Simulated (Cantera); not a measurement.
**Adiabatic ignition**

An adiabatic, constant-volume homogeneous reactor starts with 5.24 % C₂H₄, 18.9 % O₂, 71.3 % N₂, 4.51 % H₂O, at 1150 K and 0.490 bar.

Detailed kinetics in Cantera: GRI-Mech 3.0 (53 species, 325 reactions). GRI-Mech 3.0 was tuned for natural gas; its chemistry of ethylene as a main component is partial and can be far from experiment.

```
t (s)     T (K)  P (bar)  x C₂H₄    x O₂   x H₂O    x C₂H₂    x H₂O₂    x C₂H₆
--------  -----  -------  ------  ------  ------  --------  --------  --------
3.00e-6    1150    0.490  0.0524   0.189  0.0451  3.91e-10    <1e-12    <1e-12
8.42e-6    1150    0.490  0.0524   0.189  0.0451   1.10e-9    <1e-12    <1e-12
2.36e-5    1150    0.490  0.0524   0.189  0.0451   3.08e-9    <1e-12    <1e-12
6.62e-5    1150    0.490  0.0524   0.189  0.0451   8.64e-9    <1e-12    <1e-12
0.000186   1150    0.490  0.0524   0.189  0.0451   2.43e-8    <1e-12    <1e-12
0.000521   1150    0.490  0.0524   0.189  0.0451   7.26e-8  3.92e-11  1.15e-11
0.00146    2726     1.20  <1e-12  0.0436   0.123    <1e-12   3.07e-7    <1e-12
0.00410    2717     1.20  <1e-12  0.0397   0.124    <1e-12   2.93e-7    <1e-12
0.0115     2714     1.20  <1e-12  0.0387   0.124    <1e-12   2.88e-7    <1e-12
0.0323     2714     1.20  <1e-12  0.0387   0.124    <1e-12   2.88e-7    <1e-12
0.0906     2714     1.20  <1e-12  0.0387   0.124    <1e-12   2.88e-7    <1e-12
0.254      2714     1.20  <1e-12  0.0387   0.124    <1e-12   2.88e-7    <1e-12
0.713      2714     1.20  <1e-12  0.0387   0.124    <1e-12   2.88e-7    <1e-12
2.00       2714     1.20  <1e-12  0.0387   0.124    <1e-12   2.88e-7    <1e-12
```
x: mole fraction; the columns are a selection and need not sum to one.

The time of steepest temperature rise is 1.04 ms, the temperature at 2.00 s is 2714 K and the equilibrium temperature is 2714 K. The x(C₂H₄) at 2.00 s is <1e-12 (gas-phase equilibrium <1e-12) and the x(O₂) at 2.00 s comes out as 0.0387 (gas-phase equilibrium 0.0387). The x(H₂O) at 2.00 s comes out as 0.124 (gas-phase equilibrium 0.124).
